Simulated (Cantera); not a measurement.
An isothermal, constant-pressure homogeneous reactor starts with 20.4 % C₃H₈, 79.6 % H₂, at 1650 K and 57.0 Torr.

Cantera simulation using GRI-Mech 3.0 (53 species, 325 reactions); the numbers are that mechanism's predictions, not measurements. GRI-Mech 3.0 was tuned for natural gas; its chemistry of propane as a main component is partial and can be far from experiment. GRI-Mech 3.0 stops at C3 and has no aromatics, soot or wall deposition, so with more carbon than oxygen in the feed, carbon stays in small species such as C2H2 where larger ones or solid carbon would form.

x: mole fraction; the columns are a selection and need not sum to one.

```json
[
 {"t (s)": "0.000200", "x C₃H₈": "0.000355", "x H₂": "0.676", "x CH₃": "0.00722", "x H": "0.00145", "x C₂H₂": "0.0473"},
 {"t (s)": "0.000485", "x C₃H₈": "4.57e-6", "x H₂": "0.686", "x CH₃": "0.00270", "x H": "0.000593", "x C₂H₂": "0.0720"},
 {"t (s)": "0.00118", "x C₃H₈": "(withheld)", "x H₂": "0.693", "x CH₃": "(withheld)", "x H": "(withheld)", "x C₂H₂": "(withheld)"},
 {"t (s)": "0.00285", "x C₃H₈": "3.22e-8", "x H₂": "0.700", "x CH₃": "0.000741", "x H": "0.000175", "x C₂H₂": "0.110"},
 {"t (s)": "0.00691", "x C₃H₈": "1.70e-8", "x H₂": "0.707", "x CH₃": "0.000645", "x H": "0.000158", "x C₂H₂": "0.129"},
 {"t (s)": "0.0168", "x C₃H₈": "1.76e-8", "x H₂": "0.714", "x CH₃": "0.000725", "x H": "0.000188", "x C₂H₂": "0.144"},
 {"t (s)": "0.0406", "x C₃H₈": "(withheld)", "x H₂": "0.722", "x CH₃": "0.000711", "x H": "0.000201", "x C₂H₂": "0.149"},
 {"t (s)": "0.0985", "x C₃H₈": "1.01e-8", "x H₂": "0.736", "x CH₃": "0.000617", "x H": "0.000211", "x C₂H₂": "0.156"},
 {"t (s)": "0.239", "x C₃H₈": "4.25e-9", "x H₂": "0.757", "x CH₃": "0.000464", "x H": "0.000229", "x C₂H₂": "0.165"},
 {"t (s)": "0.579", "x C₃H₈": "9.78e-10", "x H₂": "0.780", "x CH₃": "0.000283", "x H": "0.000256", "x C₂H₂": "0.176"},
 {"t (s)": "1.40", "x C₃H₈": "1.46e-10", "x H₂": "0.796", "x CH₃": "0.000139", "x H": "0.000281", "x C₂H₂": "0.183"},
 {"t (s)": "3.40", "x C₃H₈": "3.08e-11", "x H₂": "0.804", "x CH₃": "6.42e-5", "x H": "0.000294", "x C₂H₂": "0.186"},
 {"t (s)": "8.25", "x C₃H₈": "1.48e-11", "x H₂": "0.806", "x CH₃": "3.85e-5", "x H": "0.000298", "x C₂H₂": "0.188"},
 {"t (s)": "20.0", "x C₃H₈": "1.31e-11", "x H₂": "0.806", "x CH₃": "3.49e-5", "x H": "0.000298", "x C₂H₂": "0.188"}
]
```

**Question.** What belongs in the gaps?

**Answer.** 
- 0.00118, x C₃H₈: 1.53e-7
- 0.00118, x CH₃: 0.00126
- 0.00118, x H: 0.000288
- 0.00118, x C₂H₂: 0.0917
- 0.0406, x C₃H₈: 1.57e-8
